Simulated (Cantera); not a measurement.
Source: NASA polynomial tables (part measured, part estimated), evaluated in Cantera. Values are per mole of reaction as written; species without (g) are pure solids or liquids, kept so even where they would boil at 1 bar.

Question: Between 2475 and 2925 K, where is each reaction favourable under standard conditions?
- Ta + O2(g) ⇌ TaO2(g)
- 2 Si + O2(g) ⇌ 2 SiO(g)
- 1.143 Ti + O2(g) ⇌ 0.2857 Ti4O7

Answer: 
- Ta + O2(g) ⇌ TaO2(g): ΔG° is -260 kJ at 2475 K and -266 kJ at 2925 K; it stays negative (K > 1). ΔH° is -228 kJ and ΔS° 13 J/K at 2925 K.
- 2 Si + O2(g) ⇌ 2 SiO(g): ΔG° is -556 kJ at 2475 K and -595 kJ at 2925 K; it stays negative (K > 1). ΔH° is -346 kJ and ΔS° 85 J/K at 2925 K.
- 1.143 Ti + O2(g) ⇌ 0.2857 Ti4O7: ΔG° is -559 kJ at 2475 K and -497 kJ at 2925 K; it stays negative (K > 1). ΔH° is -897 kJ and ΔS° -137 J/K at 2925 K.
